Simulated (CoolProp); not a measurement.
Saturation properties of n-hexane (Tc = 507.8 K, pc = 3044 kPa, ω = 0.300).

Model: reference Helmholtz-energy equation of state, Thol 2019, in CoolProp.

```tsv
T (K)	p (kPa)	vapour viscosity (µPa s)	liquid conductivity (mW/(m K))
394.1	408.6	8.38	95.5
396.7	433.3	8.47	(withheld)
399.3	459.1	8.56	94.4
401.9	486.1	8.65	93.9
404.5	514.2	8.75	93.3
407.1	543.5	8.85	92.8
409.7	574.1	8.95	92.3
412.3	605.9	9.06	91.8
414.9	639.1	9.17	91.2
417.5	673.6	9.29	90.7
420.1	709.4	9.41	90.2
422.7	746.7	(withheld)	(withheld)
425.3	(withheld)	9.66	89.2
427.9	825.7	9.80	(withheld)
```

Question: Some entries are withheld; supply them.

Answer: 
- 396.7, liquid conductivity (mW/(m K)): 94.9
- 422.7, vapour viscosity (µPa s): 9.54
- 422.7, liquid conductivity (mW/(m K)): 89.7
- 425.3, p (kPa): 785.4
- 427.9, liquid conductivity (mW/(m K)): 88.7

It boils at 341.9 K under 1 atm.

Viscosity comes from a separate model (Michailidou 2013). Thermal conductivity comes from a separate model (Assael 2013).
